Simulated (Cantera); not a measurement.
Feed: 1 mol c-C4F8, 0.073 mol H2, at 677 °C and 398 Torr.

Equilibrium computed with Cantera from the NASA thermochemical tables; the gas is ideal and each condensed phase is pure. Candidate condensed phases: C, C6H6, C7H8, C8H18; 95 gas species. The feed counts by its element totals alone. Gases not in the tables: C2F6 and larger saturated fluorocarbons. Equilibrium is a limit: real reactors are often held back by kinetics, nucleation or transport.

Base state: CF4 0.931, HF 0.0692 (mole fractions); condensed: C(graphite).

Problem. What changes in the equilibrium state with this change: c-C4F8 replaced by CF4?

Solution. 
```
species           before   after
----------------  ------  ------
CF4                0.931   0.868
HF                0.0692   0.132
C(graphite), mol    2.04  0.0365
```
